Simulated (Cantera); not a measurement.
Feed: 1 mol SiC, 0.077 mol N2O, 360 mol N2, equilibrated at 65.0 mbar.

Cantera equilibrium calculation (NASA polynomials, part measured and part estimated; ideal gas, pure solids and liquids). Candidate condensed phases: C, Si, SiC, SiO2, Si2N2O, Si3N4; 34 gas species. Mutual solubility and eutectic melting of coexisting phases are not modelled. Kinetics and transport are ignored.

Problem. Which condensed phases are stable at each of these points (T (K)): 900, 1000, 1100, 1200, 1300, 1400, 1500, 1600, 1700, 1800, 1900, 2000, 2100, 2200?

Solution. 
```csv
T (K),condensed phases,Si condensed (%)
900,C(graphite) + Si2N2O(s) + Si3N4(s),100.0
1000,C(graphite) + Si2N2O(s) + Si3N4(s),100.0
1100,C(graphite) + Si2N2O(s) + Si3N4(s),100.0
1200,C(graphite) + Si2N2O(s) + Si3N4(s),100.0
1300,C(graphite) + Si2N2O(s) + Si3N4(s),100.0
1400,C(graphite) + Si2N2O(s) + Si3N4(s),100.0
1500,SiC(s) + Si3N4(s),100.0
1600,SiC(s) + Si3N4(s),99.8
1700,SiC(s) + Si3N4(s),99.1
1800,SiC(s) + Si3N4(s),96.3
1900,SiC(s),94.8
2000,SiC(s),93.1
2100,SiC(s),91.1
2200,C(graphite) + SiC(s),72.0
```

From 900 K to 1400 K the condensed part is C(graphite) + Si2N2O(s) + Si3N4(s). From 1500 K to 1800 K the condensed part is SiC(s) + Si3N4(s). From 1900 K to 2100 K the condensed part is SiC(s). At 2200 K the condensed part is C(graphite) + SiC(s).
